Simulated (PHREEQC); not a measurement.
Polishing slurry liquid: an equilibrium model

Consider water at 52 °C with 0.0017 mol HNO3 and 0.00078 mol KNO3 per kg of water. Closed to the air; pH follows from the charge balance.

Model: ion-association model, wateq4f.dat, run in PHREEQC.

* **pH**: 2.79
* **ionic strength**: 0.00248 mol/kgw
* **total alkalinity**: -1.70 meq/kg

```tsv
species	molality	activity	log γ
NO3-	0.00248	0.00234	-0.025
H+	0.00170	0.00161	-0.023
K+	0.000780	0.000736	-0.025
```

No solid was allowed to form. Constants without temperature data keep their 25 °C values here.
